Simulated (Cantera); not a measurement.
A closed system holds: 1 mol CH₄, 0.41 mol CO₂, 1.7 mol H₂, equilibrated at 2223 K and 4.80 bar.

Method: chemical equilibrium by Gibbs-energy minimisation in Cantera with the NASA 1993 tables (ideal gas, pure condensed phases). Candidate condensed phases: C, C₆H₆, C₇H₈, C₈H₁₈, H₂O; 110 gas species. Kinetics and transport are ignored.

Base state: H₂ 0.813, CO 0.181, H 0.00264, C₂H₂ (acetylene) 0.00236, CH₄ 0.000794, CH₃ 4.91e-5, H₂O 3.75e-5, C₂H₄ 2.02e-5 (mole fractions); condensed: C(graphite).

Problem. What changes in the equilibrium state with this change: CO₂ from 0.41 to 5.5 mol?

Solution. 
```csv
species,before,after
CO,0.181,0.447
H₂O,3.75e-5,0.251
CO₂,1.56e-6,0.189
H₂,0.813,0.111
C₂H₂ (acetylene),0.00236,<1e-9
CH₄,0.000794,<1e-9
CH₃,4.91e-5,<1e-9
"C(graphite), mol",0.565,0
```
